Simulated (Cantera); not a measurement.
An adiabatic, constant-volume homogeneous reactor starts with C3H8 : O2 : N2 = 1 : 3.12 : 11.8 (molar parts), at 1498 K and 2.57 atm.

Computed with Cantera and GRI-Mech 3.0 (53 species, 325 reactions). GRI-Mech 3.0 was tuned for natural gas; its chemistry of propane as a main component is partial and can be far from experiment. Above 3000 K some thermodynamic fits are extrapolated.

x: mole fraction; the columns are a selection and need not sum to one.

```json
[
 {"t (s)": "3.00e-6", "T (K)": "1492", "P (bar)": "2.59", "x C3H8": "0.0615", "x O2": "0.195", "x O": "1.00e-6", "x CH4": "5.81e-5", "x N2O": "2.37e-10", "x HCO": "[?]", "x NO2": "<1e-12"},
 {"t (s)": "8.50e-6", "T (K)": "1489", "P (bar)": "2.60", "x C3H8": "0.0577", "x O2": "0.193", "x O": "1.72e-6", "x CH4": "0.000448", "x N2O": "9.44e-10", "x HCO": "[?]", "x NO2": "<1e-12"},
 {"t (s)": "2.41e-5", "T (K)": "1503", "P (bar)": "2.66", "x C3H8": "0.0441", "x O2": "0.185", "x O": "4.40e-6", "x CH4": "0.00241", "x N2O": "3.67e-9", "x HCO": "[?]", "x NO2": "2.29e-12"},
 {"t (s)": "6.82e-5", "T (K)": "3043", "P (bar)": "6.36", "x C3H8": "<1e-12", "x O2": "0.00131", "x O": "0.00191", "x CH4": "7.45e-12", "x N2O": "3.43e-7", "x HCO": "1.14e-6", "x NO2": "1.18e-7"},
 {"t (s)": "0.000193", "T (K)": "3036", "P (bar)": "6.35", "x C3H8": "<1e-12", "x O2": "0.00118", "x O": "0.00176", "x CH4": "8.19e-12", "x N2O": "3.95e-7", "x HCO": "1.12e-6", "x NO2": "3.07e-7"},
 {"t (s)": "0.000548", "T (K)": "3034", "P (bar)": "6.34", "x C3H8": "<1e-12", "x O2": "0.00116", "x O": "0.00173", "x CH4": "8.31e-12", "x N2O": "4.12e-7", "x HCO": "1.12e-6", "x NO2": "3.45e-7"},
 {"t (s)": "0.00155", "T (K)": "3034", "P (bar)": "6.34", "x C3H8": "<1e-12", "x O2": "0.00116", "x O": "0.00173", "x CH4": "8.31e-12", "x N2O": "4.12e-7", "x HCO": "1.12e-6", "x NO2": "3.45e-7"},
 {"t (s)": "0.00440", "T (K)": "3034", "P (bar)": "6.34", "x C3H8": "<1e-12", "x O2": "0.00116", "x O": "0.00173", "x CH4": "8.31e-12", "x N2O": "4.12e-7", "x HCO": "1.12e-6", "x NO2": "3.45e-7"},
 {"t (s)": "0.0125", "T (K)": "3034", "P (bar)": "6.34", "x C3H8": "<1e-12", "x O2": "0.00116", "x O": "0.00173", "x CH4": "8.31e-12", "x N2O": "4.12e-7", "x HCO": "1.12e-6", "x NO2": "3.45e-7"},
 {"t (s)": "0.0353", "T (K)": "3034", "P (bar)": "6.34", "x C3H8": "<1e-12", "x O2": "0.00116", "x O": "0.00173", "x CH4": "8.31e-12", "x N2O": "4.12e-7", "x HCO": "1.12e-6", "x NO2": "3.45e-7"},
 {"t (s)": "0.100", "T (K)": "3034", "P (bar)": "6.34", "x C3H8": "<1e-12", "x O2": "0.00116", "x O": "0.00173", "x CH4": "8.31e-12", "x N2O": "4.12e-7", "x HCO": "1.12e-6", "x NO2": "3.45e-7"}
]
```

Q: Fill in the missing entries.

A: 
- 3.00e-6, x HCO: 4.73e-8
- 8.50e-6, x HCO: 5.44e-7
- 2.41e-5, x HCO: 3.68e-6
